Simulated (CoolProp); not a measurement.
The fluid at 251.88 K and 1.1 MPa is throttled through a valve to 0.723 MPa with no heat exchange. The same conditions are run with several fluids, on thermodynamics alone (safety and materials aside).

Values from CoolProp's reference Helmholtz-energy equation of state of each fluid (nitrous oxide: Lemmon 2006; nitrogen: Span 2000; methane: Setzmann 1991; normal hydrogen: Leachman 2009; CF4 (R14): Platzer 1990). The equations of Platzer and Polt are older, rougher fits.

```csv
fluid,temperature change (K),final density (kg/m³)
nitrous oxide,-6.8,16.9
nitrogen,-1.1,9.77
methane,-2.3,5.72
normal hydrogen,+0.1,0.693
CF4 (R14),-3.2,32.4
```
